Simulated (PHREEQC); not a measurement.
A PHREEQC input (ion-association model, phreeqc.dat):

```
SOLUTION 1
  temp 25
  units mg/L
  pH 6.4
  pe 12.3
  Na 0.00312
  K 8.54e-05
  Ca 0.00808
  Mg 0.00703
  Cl 0.0206
  S(6) 0.00715 as SO4
  Alkalinity 0.0255 as HCO3 charge
  Pb 0.000493
  O(0) 7.34e-06
END
USE solution 1
EQUILIBRIUM_PHASES 1
  Quartz 0 0.5
  CO2(g) -2 10
END
```

It stops with these messages:

```
ERROR: Alkalinity cannot be used with charge balance or solution phase boundary constraints.
ERROR: Program terminating due to input errors.
```

The fault: charge balance asked on alkalinity. The line should read `as HCO3` where the input has `as HCO3 charge`. With the mend the run ends at pH 4.92 and ionic strength 1.38e-5 mol/kgw.
